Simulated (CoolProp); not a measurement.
Vapour-liquid equilibrium of R134a (1) + R245fa (2) at 194.1 K; x and y are mole fractions of (1).

Values from CoolProp's multi-fluid Helmholtz-energy mixture model, Tillner-Roth 1994 and Akasaka 2015; pair parameters Akasaka 2014.

```csv
x,bubble pressure (bar),y at the bubble point,dew pressure at overall composition x (bar),liquid density (mol/L)
0.05,0.004175,0.491,0.002345,12.01
0.15,0.008009,0.762,0.002604,12.29
0.25,0.01179,0.857,0.002927,12.56
0.35,0.01553,0.906,0.003341,12.84
0.45,0.01925,0.935,0.003891,13.13
0.55,0.02295,0.955,0.004658,13.43
0.65,0.02665,0.970,0.005801,13.73
0.75,0.03036,0.981,0.007688,14.06
0.85,0.03408,0.990,0.01138,14.40
0.95,0.03782,0.997,0.02182,14.77
```

No azeotrope shows between x = 0.05 and 0.95.

The pair parameters rest on a limited set of measurements; away from them the model extrapolates.
